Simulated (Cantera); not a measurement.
An isothermal, constant-pressure homogeneous reactor starts with 22.2 % CH4, 71.1 % H2O, 6.67 % H2, at 1425 K and 12.8 atm.

Model: GRI-Mech 3.0 (53 species, 325 reactions), integrated in Cantera. The pressure lies above the range GRI-Mech 3.0 was tuned for (to about 10 atm).

Q: Predict: x(CH4) at 70.0 s; x(H2O) at 70.0 s; x(H2) at 70.0 s; x(C2H2) at 70.0 s.

A: 
| Quantity | Result |
|---|---|
| x(CH4) at 70.0 s | 0.0828 (gas-phase equilibrium 0.000118) |
| x(H2O) at 70.0 s | 0.447 (gas-phase equilibrium 0.308) |
| x(H2) at 70.0 s | 0.374 (gas-phase equilibrium 0.538) |
| x(C2H2) at 70.0 s | 0.000195 (gas-phase equilibrium 1.33e-10) |
